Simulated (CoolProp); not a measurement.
Properties of R1234yf along the isotherm 324.7 K (Tc = 367.8 K, pc = 33.84 bar, ω = 0.276).

Model: reference Helmholtz-energy equation of state, Lemmon 2022, in CoolProp.

| p (bar) | phase | density (kg/m³) | cv (kJ/(kg K)) | isothermal compressibility (1/MPa) | Prandtl number | fugacity coefficient |
|---|---|---|---|---|---|---|
| 30.8 | liquid | 1006 | 0.9636 | ? | 2.89 | 0.3712 |
| 61.5 | liquid | 1037 | 0.9595 | 0.008512 | 2.91 | 0.2110 |
| 92.3 | liquid | 1061 | 0.9576 | 0.006741 | 2.95 | 0.1592 |
| 123 | liquid | 1082 | 0.9567 | 0.005622 | 3.01 | 0.1348 |
| 154 | liquid | 1099 | 0.9565 | ? | ? | 0.1214 |
| 185 | liquid | ? | 0.9566 | 0.004254 | ? | 0.1138 |
| 215 | liquid | 1128 | 0.9570 | ? | 3.20 | 0.1096 |
| 246 | liquid | ? | 0.9575 | 0.003457 | 3.27 | 0.1075 |
| 277 | liquid | 1153 | 0.9582 | 0.003162 | 3.34 | 0.1070 |
| 308 | liquid | 1164 | 0.9589 | 0.002916 | 3.41 | 0.1078 |
| 338 | liquid | ? | 0.9596 | 0.002714 | 3.48 | 0.1094 |

### Question
Complete the blanks.

### Answer

- 30.8, isothermal compressibility (1/MPa): 0.01180
- 154, isothermal compressibility (1/MPa): 0.004835
- 154, Prandtl number: 3.07
- 185, density (kg/m³): 1115
- 185, Prandtl number: 3.14
- 215, isothermal compressibility (1/MPa): 0.003817
- 246, density (kg/m³): 1141
- 338, density (kg/m³): 1174

Viscosity comes from a separate model (Bell 2016), an estimate that may be off by 10 % or more. Thermal conductivity comes from a separate model (Perkins 2011).
